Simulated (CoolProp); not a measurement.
Vapour-liquid equilibrium of carbon dioxide (1) + R143a (2) at -6.65 °C; x and y are mole fractions of (1).

Computed with CoolProp (multi-fluid Helmholtz-energy mixture model, Span 1996 and Lemmon and Jacobsen 2000; pair parameters Bell 2016).

| x | bubble pressure, mixture model (MPa) | bubble pressure, Raoult's law (MPa) | y, mixture model | y, Raoult's law |
|---|---|---|---|---|
| 0.05 | 0.5938 | 0.6215 | 0.177 | 0.234 |
| 0.2 | 0.9322 | 0.9829 | 0.529 | 0.592 |
| 0.35 | 1.316 | 1.344 | 0.709 | 0.758 |
| 0.5 | 1.698 | 1.706 | 0.810 | 0.853 |
| 0.65 | 2.059 | 2.067 | 0.876 | 0.915 |
| 0.8 | 2.412 | 2.428 | 0.929 | 0.959 |
| 0.95 | 2.779 | 2.790 | 0.981 | 0.991 |

The largest gap from Raoult's law is -5.2 % in bubble pressure, at x = 0.2. No azeotrope shows between x = 0.05 and 0.95.

Pair parameters are fitted to limited data, so mixtures are less certain than the pure fluids.
